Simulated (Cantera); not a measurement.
A closed system holds: 1 mol Hg, 0.6 mol O2, 5.7 mol N2, held at 218 Torr.

Cantera equilibrium calculation (NASA polynomials, part measured and part estimated; ideal gas, pure solids and liquids). Candidate condensed phases: Hg, HgO; 10 gas species. Rates play no part.

### Question
Which condensed phases are stable at each of these points (T (K)): 475, 575, 675, 775, 875, 975, 1075, 1175, 1275, 1375, 1475, 1575?

### Answer
| T (K) | condensed phases | Hg condensed (%) |
|---|---|---|
| 475 | HgO(s) | 100.0 |
| 575 | HgO(s) | 82.6 |
| 675 | gas only | 0.0 |
| 775 | gas only | 0.0 |
| 875 | gas only | 0.0 |
| 975 | gas only | 0.0 |
| 1075 | gas only | 0.0 |
| 1175 | gas only | 0.0 |
| 1275 | gas only | 0.0 |
| 1375 | gas only | 0.0 |
| 1475 | gas only | 0.0 |
| 1575 | gas only | 0.0 |

From 475 K to 575 K the condensed part is HgO(s). From 675 K to 1575 K nothing is condensed.
